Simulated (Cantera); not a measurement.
An adiabatic, constant-pressure homogeneous reactor starts with 22.9 % CO, 6.18 % H₂, 4.58 % CH₄, 13.9 % O₂, 52.4 % N₂, at 1675 K and 0.290 bar.

Model: GRI-Mech 3.0 (53 species, 325 reactions), integrated in Cantera.

One state of this run: T (K) = 2738; x CO = 0.192; x H₂ = 0.0336; x CH₄ = <1e-12; x CH₂O = 7.53e-10; x N₂O = 1.41e-7; x CH₂CO = <1e-12; x OH = 0.0178. x: mole fraction; the columns are a selection and need not sum to one.

Question: Which value of t (s) does it belong to?
A. 0.746
B. 2.00e-6
C. 0.000746
D. 1.44e-5

Answer: A, 0.746
